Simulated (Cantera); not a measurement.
Equilibrium for carbon deposition, reforming and gasification: C3H8 + H2 + N2

Input: 1 mol C3H8, 0.44 mol H2, 5.8 mol N2, equilibrated at 13.3 mbar.

Method: chemical equilibrium by Gibbs-energy minimisation in Cantera with the NASA 1993 tables (ideal gas, pure condensed phases). Candidate condensed phases: C, C6H6, C7H8, C8H18; 92 gas species. Kinetics and transport are ignored.

```json
[
 {"T (°C)": "1375", "x N2": "0.566", "x H2": "0.433", "x H": "0.000507", "x HCN": "0.00135", "x C3": "<1e-12", "x CN": "1.37e-8", "n C(graphite)": "2.99"},
 {"T (°C)": "1525", "x N2": "0.564", "x H2": "0.431", "x H": "0.00200", "x HCN": "0.00300", "x C3": "8.08e-12", "x CN": "1.95e-7", "n C(graphite)": "2.97"},
 {"T (°C)": "1675", "x N2": "0.562", "x H2": "0.426", "x H": "0.00639", "x HCN": "0.00584", "x C3": "5.57e-10", "x CN": "1.83e-6", "n C(graphite)": "2.93"},
 {"T (°C)": "1825", "x N2": "0.556", "x H2": "0.415", "x H": "0.0172", "x HCN": "0.0102", "x C3": "2.07e-8", "x CN": "1.23e-5", "n C(graphite)": "2.87"},
 {"T (°C)": "1975", "x N2": "0.546", "x H2": "0.395", "x H": "0.0400", "x HCN": "0.0163", "x C3": "4.69e-7", "x CN": "6.41e-5", "n C(graphite)": "2.79"},
 {"T (°C)": "2125", "x N2": "0.530", "x H2": "0.359", "x H": "0.0818", "x HCN": "0.0237", "x C3": "7.11e-6", "x CN": "0.000269", "n C(graphite)": "2.66"},
 {"T (°C)": "2275", "x N2": "0.506", "x H2": "0.305", "x H": "0.148", "x HCN": "0.0313", "x C3": "7.75e-5", "x CN": "0.000939", "n C(graphite)": "2.50"},
 {"T (°C)": "2425", "x N2": "0.475", "x H2": "0.235", "x H": "0.237", "x HCN": "0.0374", "x C3": "0.000643", "x CN": "0.00282", "n C(graphite)": "2.29"},
 {"T (°C)": "2575", "x N2": "0.439", "x H2": "0.159", "x H": "0.334", "x HCN": "0.0401", "x C3": "0.00423", "x CN": "0.00745", "n C(graphite)": "1.93"},
 {"T (°C)": "2725", "x N2": "0.396", "x H2": "0.0912", "x H": "0.411", "x HCN": "0.0379", "x C3": "0.0229", "x CN": "0.0175", "n C(graphite)": "0.779"}
]
```
x: gas mole fraction; n: condensed amount in mol.

From 1375 °C to 2725 °C the condensed part is C(graphite). The main C-bearing gas is HCN at 1375 °C and C3 at 2725 °C. The share of C in condensed phases is highest at 1375 °C (99.5 %) and lowest at 2725 °C (26.0 %).
